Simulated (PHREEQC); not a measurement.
Synthetic water in mg/kgw, 49 °C, pH 2.7, pe 10.4:

```
constituent  mg/kgw
-----------  ------
Na             1340
K               352
Ca              519
Mg              113
Cl             1370
S(6) as SO4    5460
Cu(2)          0.84
Al              533
Pb              620
Zn             4.71
Cd              222
Mn(2)          6.84
```

Valence states are taken as typed.

Computed with PHREEQC (ion-association model, phreeqc.dat).

| quantity | before | after |
|---|---|---|
| ionic strength (mol/kgw) | 0.146 | 0.150 |
| HSO4- (mol/kgw) | 0.00312 | 0.00215 |
| Mg+2 (mol/kgw) | 0.00235 | 0.00273 |
| MgSO4 (mol/kgw) | 0.00229 | 0.00192 |
| PbSO4 (mol/kgw) | 0.00113 | 0.00131 |
| PbCl+ (mol/kgw) | 0.000755 | 0.000524 |
| SI of Gypsum (CaSO4:2H2O) | -0.08 | -0.06 |
| SI of Anglesite (PbSO4) | +1.99 | +2.15 |

Which change was made?
A) Cd from 222 to 666 mg/kgw
B) Cd from 222 to 111 mg/kgw
C) temperature from 49 to 30 °C at the same typed pH

C, temperature from 49 to 30 °C at the same typed pH

This is a speciation only: nothing precipitates in the calculation. Some of these states are supersaturated (in Anglesite, for instance). Constants without temperature data keep their 25 °C values here.
